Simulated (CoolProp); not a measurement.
A single-stage vapour-compression cycle with the fluid: evaporating at 201.15 K (dew point), condensing at 245.15 K (bubble point), superheat 2 K, subcooling 8 K, compressor efficiency 0.85, no pressure losses. The same conditions are run with several fluids, on thermodynamics alone (safety and materials aside).

Model: reference Helmholtz-energy equation of state of each fluid (nitrous oxide: Lemmon 2006; ethylene: Smukala 2000; C2F6 (R116): Lemmon 2006; CH3F (R41): Lemmon 2006; chlorine: Thol 2021; R22: Kamei 1995), in CoolProp.

```json
[
 {"fluid": "nitrous oxide", "cooling COP": "3.19", "pressure ratio": "5.68", "discharge temperature (K)": "320.0", "refrigerating effect (kJ/kg)": "292", "volumetric capacity (kJ/m³)": "1980"},
 {"fluid": "ethylene", "cooling COP": "3.09", "pressure ratio": "4.29", "discharge temperature (K)": "295.3", "refrigerating effect (kJ/kg)": "336", "volumetric capacity (kJ/m³)": "2940"},
 {"fluid": "C2F6 (R116)", "cooling COP": "3.16", "pressure ratio": "5.86", "discharge temperature (K)": "252.0", "refrigerating effect (kJ/kg)": "79.0", "volumetric capacity (kJ/m³)": "948"},
 {"fluid": "CH3F (R41)", "cooling COP": "3.23", "pressure ratio": "6.18", "discharge temperature (K)": "325.2", "refrigerating effect (kJ/kg)": "404", "volumetric capacity (kJ/m³)": "1220"},
 {"fluid": "chlorine", "cooling COP": "3.17", "pressure ratio": "9.92", "discharge temperature (K)": "386.4", "refrigerating effect (kJ/kg)": "274", "volumetric capacity (kJ/m³)": "153"},
 {"fluid": "R22", "cooling COP": "3.38", "pressure ratio": "9.91", "discharge temperature (K)": "311.5", "refrigerating effect (kJ/kg)": "215", "volumetric capacity (kJ/m³)": "199"}
]
```
